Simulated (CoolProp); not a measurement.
Dry air at 297.51 K and 0.14 MPa flows at 4.9 m/s in a round tube of 4.6 mm bore and 45 µm roughness, fully developed (64/Re and Nu = 3.66 if laminar; Colebrook and Gnielinski if turbulent). Each further row changes one setting.

Computed with CoolProp (reference Helmholtz-energy equation of state, Lemmon 2000). It is a pseudo-pure fit of the blend.

```json
[
 {"case": "as stated", "Reynolds number": "(withheld)", "Darcy friction factor": "(withheld)", "pressure drop (Pa/m)": "137", "heat-transfer coefficient (W/(m² K))": "(withheld)", "mass flow (kg/h)": "(withheld)"},
 {"case": "velocity 9.8 m/s", "Reynolds number": "4010", "Darcy friction factor": "0.0489", "pressure drop (Pa/m)": "(withheld)", "heat-transfer coefficient (W/(m² K))": "(withheld)", "mass flow (kg/h)": "0.962"},
 {"case": "diameter 9.2 mm", "Reynolds number": "4010", "Darcy friction factor": "0.0446", "pressure drop (Pa/m)": "95.4", "heat-transfer coefficient (W/(m² K))": "(withheld)", "mass flow (kg/h)": "1.92"}
]
```

**Question.** Fill in the missing entries.

**Answer.** 
- as stated, Reynolds number: 2010
- as stated, Darcy friction factor: 0.0319
- as stated, heat-transfer coefficient (W/(m² K)): 20.9
- as stated, mass flow (kg/h): 0.481
- velocity 9.8 m/s, pressure drop (Pa/m): 837
- velocity 9.8 m/s, heat-transfer coefficient (W/(m² K)): 93.3
- diameter 9.2 mm, heat-transfer coefficient (W/(m² K)): 42.1

Viscosity comes from a separate model (Lemmon 2004). Thermal conductivity comes from a separate model (Lemmon 2004).
